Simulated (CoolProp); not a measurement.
Acetone along the isotherm 550 K: fugacity coefficient from the reference equation and from simpler models built on Tc = 508.1 K, pc = 4692 kPa, ω = 0.307; each cubic takes its own stable root.

Values from CoolProp's reference Helmholtz-energy equation of state, Lemmon 2006. It is a short technical equation, of lower accuracy than the large ones.

```json
[
 {"p (kPa)": "1070", "phase": "gas", "reference": "0.9333"},
 {"p (kPa)": "2130", "phase": "gas", "reference": "0.8702"},
 {"p (kPa)": "3200", "phase": "gas", "reference": "0.8091"},
 {"p (kPa)": "4270", "phase": "gas", "reference": "0.7504"},
 {"p (kPa)": "5330", "phase": "supercritical", "reference": "0.6943"},
 {"p (kPa)": "6400", "phase": "supercritical", "reference": "0.6393"},
 {"p (kPa)": "7470", "phase": "supercritical", "reference": "0.5859"},
 {"p (kPa)": "8530", "phase": "supercritical", "reference": "0.5374"},
 {"p (kPa)": "9600", "phase": "supercritical", "reference": "0.4962"},
 {"p (kPa)": "10700", "phase": "supercritical", "reference": "0.4614"},
 {"p (kPa)": "11700", "phase": "supercritical", "reference": "0.4351"}
]
```

Task: How far does each simpler model (van der Waals, Soave-Redlich-Kwong) lie from the reference over these 11 states: mean and median of the absolute difference, and the worst?

Result: 
- van der Waals: mean 4.4 %, median 3.9 %, worst +9.0 % at 550 K and 11700 kPa
- Soave-Redlich-Kwong: mean 6.2 %, median 5.5 %, worst +12.5 % at 550 K and 11700 kPa
